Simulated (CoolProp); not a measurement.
A single-stage vapour-compression cycle with the fluid: evaporating at 247.15 K (dew point), condensing at 287.15 K (bubble point), superheat 0 K, subcooling 0 K, compressor efficiency 0.7, no pressure losses. The same conditions are run with several fluids, on thermodynamics alone (safety and materials aside).

Model: reference Helmholtz-energy equation of state of each fluid (R404A: Lemmon 2003; CH3F (R41): Lemmon 2006; ethane: Bücker 2006; carbon dioxide: Span 1996; R134a: Tillner-Roth 1994; R1233zd(E): Akasaka 2022), in CoolProp. Blends and air are pseudo-pure fits.

```tsv
fluid	cooling COP	pressure ratio	discharge temperature (K)	refrigerating effect (kJ/kg)	volumetric capacity (kJ/m³)
R404A	3.39	3.90	304.5	132	1620
CH3F (R41)	3.25	___	339.7	297	___
ethane	2.90	___	315.3	244	5290
carbon dioxide	2.90	3.05	342.5	200	8490
R134a	3.64	___	309.6	164	864
R1233zd(E)	3.78	6.44	309.6	169	146
```

Problem. Some entries are withheld; supply them.

Solution. 
- CH3F (R41), pressure ratio: 3.13
- CH3F (R41), volumetric capacity (kJ/m³): 5570
- ethane, pressure ratio: 2.76
- R134a, pressure ratio: 4.65
